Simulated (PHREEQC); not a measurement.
0.64 g of hydrous ferric oxide (600 m²/g; 0.2 weak and 0.005 strong sites per Fe, Dzombak-Morel constants, diffuse double layer) in 1 kg of water with 0.3 mol/kgw of an inert sodium salt and 0.00012 mol NaF, at 25 °C; the pH is set by adding NaOH or the inert anion's acid. O2 is buffered at 0.21 atm. CO2 from the air is kept out. No solid was allowed to form.

Base run: PHREEQC, ion-association model, wateq4f.dat. Each further column changes one thing. The table gives F sorbed (%).

```csv
pH,base,background salt from 0.3 to 0.03 mol/kgw,oxide from 0.64 to 3.2 g/kgw,0.003 mol/kgw BaCl2 added
3,58.8,92.6,88.7,58.1
4,69.0,94.5,92.6,68.4
4.5,67.3,(withheld),(withheld),(withheld)
5,61.9,87.9,90.0,61.4
6,39.9,65.0,(withheld),39.9
7,15.3,25.9,47.8,16.4
7.5,7.7,12.0,29.5,8.6
8,3.5,4.7,15.3,4.0
9,0.6,0.6,3.1,0.8
```

Problem. Fill in the missing entries.

Solution. 
- 4.5, background salt from 0.3 to 0.03 mol/kgw: 92.4
- 4.5, oxide from 0.64 to 3.2 g/kgw: 92.0
- 4.5, 0.003 mol/kgw BaCl2 added: 66.7
- 6, oxide from 0.64 to 3.2 g/kgw: 78.0

The oxide is taken as insoluble; below pH 4 it would dissolve.
